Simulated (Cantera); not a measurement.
Input (Python, Cantera) and output of one run.

```python
import numpy as np
import cantera as ct

gas_names = [...]  # 77 gases of nasa_gas.yaml made of C, H, Ti
cond_names = """
    C(gr) C6H6(L) C7H8(L) C8H18(L),n-octa Ti(a) Ti(b) Ti(L) TiC(s) TiC(L)
""".split()


# ... load() reads the species with a 1 bar reference pressure and builds the phases ...
atoms = {
    'Ti': {'Ti': 1},
    'CH4': {'C': 1, 'H': 4},
    'H2': {'H': 2},
}
top_T = {'C(gr)': 4500}  # K; cautious upper limits of use, not melting points


# ... equilibrate(T, P, feed) seeds the gas with the atoms and calls Mixture.equilibrate('TP', solver="vcs", rtol=1e-11, max_steps=5000) ...
results = []
feed = {'Ti': 1, 'CH4': 1.7, 'H2': 16}  # mol
P = 120  # Pa
for T in [1173, 1273, 1373, 1473, 1573, 1673, 1773, 1873, 1973, 2073, 2173, 2273]:
    mix = equilibrate(T, P, feed)
    results.append((T, P, feed, dict(zip(mix.species_names, mix.species_moles))))
    x = sorted(zip(gas.X, gas.species_names), reverse=True)
    print(f"T = {T:g} K  P = {P:g} Pa  gas = {mix.phase_moles(0):.4g} mol")
    print("   x: " + "  ".join(f"{s} {v:.3e}" for v, s in x if v > 1e-06))
    print("   condensed (mol): " + ("  ".join(f"{mix.phase(i).name} {mix.phase_moles(i):.4g}"
          for i in range(1, mix.n_phases) if mix.phase_moles(i) > 1e-12) or "none"))
```

Result:

```
T = 1173 K  P = 120 Pa  gas = 19.4 mol
   x: H2 1.000e+00  CH4 2.334e-05  H 3.404e-06
   condensed (mol): C(gr) 0.6995  TiC(s) 1
T = 1273 K  P = 120 Pa  gas = 19.4 mol
   x: H2 1.000e+00  H 2.059e-05  CH4 1.127e-05
   condensed (mol): C(gr) 0.6998  TiC(s) 1
T = 1373 K  P = 120 Pa  gas = 19.4 mol
   x: H2 9.999e-01  H 9.612e-05  CH4 6.041e-06  C2H2,acetylene 1.728e-06
   condensed (mol): C(gr) 0.6998  TiC(s) 1
T = 1473 K  P = 120 Pa  gas = 19.4 mol
   x: H2 9.996e-01  H 3.651e-04  C2H2,acetylene 6.504e-06  CH4 3.521e-06
   condensed (mol): C(gr) 0.6997  TiC(s) 1
T = 1573 K  P = 120 Pa  gas = 19.41 mol
   x: H2 9.988e-01  H 1.173e-03  C2H2,acetylene 2.062e-05  CH4 2.196e-06
   condensed (mol): C(gr) 0.6992  TiC(s) 1
T = 1673 K  P = 120 Pa  gas = 19.43 mol
   x: H2 9.967e-01  H 3.282e-03  C2H2,acetylene 5.679e-05  CH4 1.447e-06
   condensed (mol): C(gr) 0.6978  TiC(s) 1
T = 1773 K  P = 120 Pa  gas = 19.48 mol
   x: H2 9.917e-01  H 8.178e-03  C2H2,acetylene 1.388e-04
   condensed (mol): C(gr) 0.6946  TiC(s) 1
T = 1873 K  P = 120 Pa  gas = 19.58 mol
   x: H2 9.812e-01  H 1.846e-02  C2H2,acetylene 3.062e-04
   condensed (mol): C(gr) 0.688  TiC(s) 1
T = 1973 K  P = 120 Pa  gas = 19.78 mol
   x: H2 9.612e-01  H 3.819e-02  C2H2,acetylene 6.157e-04
   condensed (mol): C(gr) 0.6756  TiC(s) 1
T = 2073 K  P = 120 Pa  gas = 20.14 mol
   x: H2 9.258e-01  H 7.305e-02  C2H2,acetylene 1.135e-03  Ti 2.482e-06  C2H 2.129e-06
   condensed (mol): C(gr) 0.6542  TiC(s) 1
T = 2173 K  P = 120 Pa  gas = 20.75 mol
   x: H2 8.683e-01  H 1.298e-01  C2H2,acetylene 1.916e-03  Ti 1.380e-05  C2H 9.195e-06  C4H2 1.719e-06  C3 1.157e-06
   condensed (mol): C(gr) 0.6201  TiC(s) 0.9997
T = 2273 K  P = 120 Pa  gas = 21.73 mol
   x: H2 7.824e-01  H 2.145e-01  C2H2,acetylene 2.950e-03  Ti 6.580e-05  C2H 3.408e-05  C3 8.410e-06  C4H2 4.548e-06  C 4.470e-06
   condensed (mol): C(gr) 0.5706  TiC(s) 0.9986
```

Method: chemical equilibrium by Gibbs-energy minimisation in Cantera with the NASA 1993 tables (ideal gas, pure condensed phases). TiC: taken at fixed stoichiometry.
